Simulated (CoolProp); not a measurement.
Vapour-liquid equilibrium of R113 (1) + n-hexane (2) at 0.0242 MPa; x and y are mole fractions of (1).

Values from CoolProp's multi-fluid Helmholtz-energy mixture model, Marx 1992 and Thol 2019; pair parameters Bell 2016.

| x | bubble temperature, mixture model (°C) | bubble temperature, Raoult's law (°C) | y, mixture model | y, Raoult's law |
|---|---|---|---|---|
| 0.05 | 27.0 | 27.9 | ? | 0.104 |
| 0.15 | 23.3 | 25.3 | ? | 0.282 |
| 0.25 | ? | 23.0 | 0.473 | 0.428 |
| 0.35 | 18.3 | 20.8 | 0.576 | 0.549 |
| 0.45 | 16.5 | 18.9 | 0.659 | 0.651 |
| 0.55 | ? | 17.0 | 0.729 | 0.738 |
| 0.65 | 13.7 | 15.4 | 0.792 | 0.811 |
| 0.75 | ? | 13.8 | 0.851 | 0.875 |
| 0.85 | 11.6 | 12.3 | 0.909 | 0.930 |
| 0.95 | ? | 10.9 | 0.969 | 0.978 |

Question: Complete the blanks.

Answer: 
- 0.05, y, mixture model: 0.136
- 0.15, y, mixture model: 0.334
- 0.25, bubble temperature, mixture model (°C): 20.5
- 0.55, bubble temperature, mixture model (°C): 15.0
- 0.75, bubble temperature, mixture model (°C): 12.6
- 0.95, bubble temperature, mixture model (°C): 10.7

The largest gap from Raoult's law is -2.5 K in bubble temperature, at x = 0.35. No azeotrope shows between x = 0.05 and 0.95.

Pair parameters are fitted to limited data, so mixtures are less certain than the pure fluids.
